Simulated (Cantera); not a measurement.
Input (Python, Cantera) and output of one run.

```python
import numpy as np
import cantera as ct

gas_names = """
    Br Br2 H HBr H2 Si SiBr SiBr2 SiBr3 SiBr4 SiH SiHBr3 SiH2 SiH2Br2 SiH3 SiH3Br SiH4 Si2 Si3
""".split()
cond_names = """
    Br2(cr) Br2(L) Si(cr) Si(L)
""".split()


def load(file, names, dense=False):
    # The tables refer to 1 bar. Condensed volumes are neglected.
    table = {s.name: s for s in ct.Species.list_from_file(file)}
    out = []
    for n in names:
        d = dict(table[n].input_data)
        d["thermo"] = dict(d["thermo"], **{"reference-pressure": 1e5})
        if dense:
            d["equation-of-state"] = {"model": "constant-volume", "density": "1e6 g/cm^3"}
        out.append(ct.Species.from_dict(d))
    return out


gas = ct.Solution(thermo="ideal-gas", species=load("nasa_gas.yaml", gas_names))
cond = {s.name: ct.Solution(thermo="fixed-stoichiometry", species=[s], name=s.name)
        for s in load("nasa_condensed.yaml", cond_names, dense=True)}
atoms = {
    'Si': {'Si': 1},
    'HBr': {'H': 1, 'Br': 1},
    'H2': {'H': 2},
}
top_T = {}  # K; cautious upper limits of use, not melting points


def equilibrate(T, P, feed):
    n = {}
    for name, mol in feed.items():
        for a, k in atoms[name].items():
            n[a] = n.get(a, 0.0) + k * mol
    gas.TPX = T, P, n
    mass = sum(n.values()) * gas.mean_molecular_weight
    gas.equilibrate("TP")
    valid = [c for c in cond.values() if c.min_temp <= T <= top_T.get(c.name, c.max_temp)]
    mix = ct.Mixture([(gas, mass / gas.mean_molecular_weight)] + [(c, 0.0) for c in valid])
    mix.T, mix.P = T, P
    mix.equilibrate("TP", solver="vcs", rtol=1e-11, max_steps=5000)
    return mix


results = []
T = 623  # K
P = 84  # Pa
for m in [1.1, 1.6, 2.5, 3.8, 5.8, 8.8, 13]:
    feed = {'Si': 1, 'HBr': m, 'H2': 1}  # mol
    mix = equilibrate(T, P, feed)
    results.append((T, P, feed, dict(zip(mix.species_names, mix.species_moles))))
    x = sorted(zip(gas.X, gas.species_names), reverse=True)
    print(f"T = {T:g} K  P = {P:g} Pa  n(HBr) = {m:g} mol  gas = {mix.phase_moles(0):.4g} mol")
    print("   x: " + "  ".join(f"{s} {v:.3e}" for v, s in x if v > 0.0001))
    print("   condensed (mol): " + ("  ".join(f"{mix.phase(i).name} {mix.phase_moles(i):.4g}"
          for i in range(1, mix.n_phases) if mix.phase_moles(i) > 1e-12) or "none"))
```

It prints:

```
T = 623 K  P = 84 Pa  n(HBr) = 1.1 mol  gas = 1.824 mol
   x: H2 8.477e-01  SiBr4 1.485e-01  SiHBr3 2.517e-03  HBr 1.186e-03
   condensed (mol): Si(cr) 0.7244
T = 623 K  P = 84 Pa  n(HBr) = 1.6 mol  gas = 2.199 mol
   x: H2 8.165e-01  SiBr4 1.794e-01  SiHBr3 2.847e-03  HBr 1.220e-03
   condensed (mol): Si(cr) 0.5991
T = 623 K  P = 84 Pa  n(HBr) = 2.5 mol  gas = 2.874 mol
   x: H2 7.808e-01  SiBr4 2.148e-01  SiHBr3 3.186e-03  HBr 1.248e-03
   condensed (mol): Si(cr) 0.3736
T = 623 K  P = 84 Pa  n(HBr) = 3.8 mol  gas = 3.848 mol
   x: H2 7.513e-01  SiBr4 2.440e-01  SiHBr3 3.438e-03  HBr 1.264e-03
   condensed (mol): Si(cr) 0.04786
T = 623 K  P = 84 Pa  n(HBr) = 5.8 mol  gas = 5.8 mol
   x: H2 5.172e-01  HBr 3.104e-01  SiBr4 1.724e-01
   condensed (mol): none
T = 623 K  P = 84 Pa  n(HBr) = 8.8 mol  gas = 8.8 mol
   x: HBr 5.455e-01  H2 3.409e-01  SiBr4 1.136e-01
   condensed (mol): none
T = 623 K  P = 84 Pa  n(HBr) = 13 mol  gas = 13 mol
   x: HBr 6.923e-01  H2 2.308e-01  SiBr4 7.692e-02
   condensed (mol): none
```

Method: chemical equilibrium by Gibbs-energy minimisation in Cantera with the NASA 1993 tables (ideal gas, pure condensed phases).
